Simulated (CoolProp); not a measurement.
Vapour pressure (kPa) of trans-2-butene: the reference equation beside estimates from Tc = 428.6 K, pc = 4019 kPa, ω = 0.210. Clausius-Clapeyron is anchored at 270.7 K with a constant enthalpy of vaporisation of 22.91 kJ/mol.

Computed with CoolProp (reference Helmholtz-energy equation of state, Lemmon 2005). It is a short technical equation, of lower accuracy than the large ones.

```json
[
 {"T (K)": "227.4", "reference": "11.14", "Lee-Kesler": "10.42", "Clausius-Clapeyron": "12.83", "van der Waals": "165.1", "Redlich-Kwong": "19.91", "Soave-Redlich-Kwong": "10.61", "Peng-Robinson": "11.18"},
 {"T (K)": "236", "reference": "18.06", "Lee-Kesler": "17.08", "Clausius-Clapeyron": "19.95", "van der Waals": "208.8", "Redlich-Kwong": "31.43", "Soave-Redlich-Kwong": "17.32", "Peng-Robinson": "18.07"},
 {"T (K)": "244.7", "reference": "28.30", "Lee-Kesler": "27.03", "Clausius-Clapeyron": "30.21", "van der Waals": "260.5", "Redlich-Kwong": "47.88", "Soave-Redlich-Kwong": "27.33", "Peng-Robinson": "28.23"},
 {"T (K)": "253.4", "reference": "42.81", "Lee-Kesler": "41.26", "Clausius-Clapeyron": "44.46", "van der Waals": "320.5", "Redlich-Kwong": "70.36", "Soave-Redlich-Kwong": "41.59", "Peng-Robinson": "42.61"},
 {"T (K)": "262.1", "reference": "62.74", "Lee-Kesler": "60.98", "Clausius-Clapeyron": "63.78", "van der Waals": "389.3", "Redlich-Kwong": "100.2", "Soave-Redlich-Kwong": "61.31", "Peng-Robinson": "62.38"},
 {"T (K)": "270.7", "reference": "89.07", "Lee-Kesler": "87.22", "Clausius-Clapeyron": "89.07", "van der Waals": "466.5", "Redlich-Kwong": "138.3", "Soave-Redlich-Kwong": "87.49", "Peng-Robinson": "88.48"},
 {"T (K)": "279.4", "reference": "123.8", "Lee-Kesler": "122.1", "Clausius-Clapeyron": "122.3", "van der Waals": "554.5", "Redlich-Kwong": "186.9", "Soave-Redlich-Kwong": "122.2", "Peng-Robinson": "123.0"},
 {"T (K)": "288.1", "reference": "168.3", "Lee-Kesler": "166.9", "Clausius-Clapeyron": "164.7", "van der Waals": "652.9", "Redlich-Kwong": "247.2", "Soave-Redlich-Kwong": "166.9", "Peng-Robinson": "167.2"},
 {"T (K)": "296.8", "reference": "224.3", "Lee-Kesler": "223.5", "Clausius-Clapeyron": "218.0", "van der Waals": "762.2", "Redlich-Kwong": "320.6", "Soave-Redlich-Kwong": "223.4", "Peng-Robinson": "222.9"},
 {"T (K)": "305.4", "reference": "292.5", "Lee-Kesler": "292.6", "Clausius-Clapeyron": "283.1", "van der Waals": "881.5", "Redlich-Kwong": "407.5", "Soave-Redlich-Kwong": "292.5", "Peng-Robinson": "291.1"},
 {"T (K)": "314.1", "reference": "376.6", "Lee-Kesler": "377.9", "Clausius-Clapeyron": "363.4", "van der Waals": "1014", "Redlich-Kwong": "511.4", "Soave-Redlich-Kwong": "378.0", "Peng-Robinson": "375.1"}
]
```

Absolute difference from the reference over all 11 rows, mean and median: Lee-Kesler 2.5 and 2.1 %, Clausius-Clapeyron 4.6 and 3.2 %, van der Waals 554.4 and 423.7 %, Redlich-Kwong 56.1 and 55.3 %, Soave-Redlich-Kwong 2.0 and 1.8 %, Peng-Robinson 0.5 and 0.5 %.
